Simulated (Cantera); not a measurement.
Input (Python, Cantera) and output of one run.

```python
import numpy as np
import cantera as ct

gas_names = [...]  # 116 gases of nasa_gas.yaml made of C, H, Mg, O
cond_names = """
    C(gr) C6H6(L) C7H8(L) C8H18(L),n-octa H2O(s) H2O(L) Mg(cr) Mg(L) MgCO3(s) MgO(s) MgO(L) MgO2H2(s)
""".split()


# ... load() reads the species with a 1 bar reference pressure and builds the phases ...
atoms = {
    'MgO': {'Mg': 1, 'O': 1},
    'CH4': {'C': 1, 'H': 4},
    'CO': {'C': 1, 'O': 1},
}
top_T = {'C(gr)': 4500}  # K; cautious upper limits of use, not melting points


# ... equilibrate(T, P, feed) seeds the gas with the atoms and calls Mixture.equilibrate('TP', solver="vcs", rtol=1e-11, max_steps=5000) ...
results = []
feed = {'MgO': 1, 'CH4': 1.3, 'CO': 0.036}  # mol
P = 12  # Pa
for T in [948, 1023, 1098, 1173, 1248, 1323, 1398]:
    mix = equilibrate(T, P, feed)
    results.append((T, P, feed, dict(zip(mix.species_names, mix.species_moles))))

top = {s: max(r[3][s] / sum(r[3][g] for g in gas_names) for r in results) for s in gas_names}
cols = sorted((s for s in top if top[s] > 0.0001), key=lambda s: -top[s])[:9]
seen = [c for c in cond_names if any(r[3].get(c, 0) > 1e-12 for r in results)]
print("log10 of partial pressures in bar; condensed amounts in mol")
print(f"{'T/K':>10s}" + "".join(f"{s[:9]:>10s}" for s in cols + seen))
for T, P, feed, n in results:
    ng = sum(n[g] for g in gas_names)
    print(f"{T:10.4g}" + "".join(f"{np.log10(max(n[s] / ng * P / 1e5, 1e-99)):10.3f}" for s in cols)
          + "".join(f"{n.get(c, 0):10.4g}" for c in seen))
```

It prints:

```
log10 of partial pressures in bar; condensed amounts in mol
       T/K        H2        CO        Mg         H     C(gr)    MgO(s)
       948    -3.927    -5.786   -13.135   -11.244       1.3         1
      1023    -3.927    -5.785   -10.591   -10.346       1.3         1
      1098    -3.927    -5.784    -8.402    -9.570       1.3    0.9999
      1173    -3.929    -5.720    -6.560    -8.893     1.294    0.9939
      1248    -3.959    -5.237    -5.370    -8.310     1.199     0.899
      1323    -4.172    -4.572    -4.587    -7.886       0.3         0
      1398    -4.172    -4.572    -4.587    -7.411       0.3         0
```

Equilibrium computed with Cantera from the NASA thermochemical tables; the gas is ideal and each condensed phase is pure. The tables' values for MgH are old estimates; treat these amounts as uncertain.
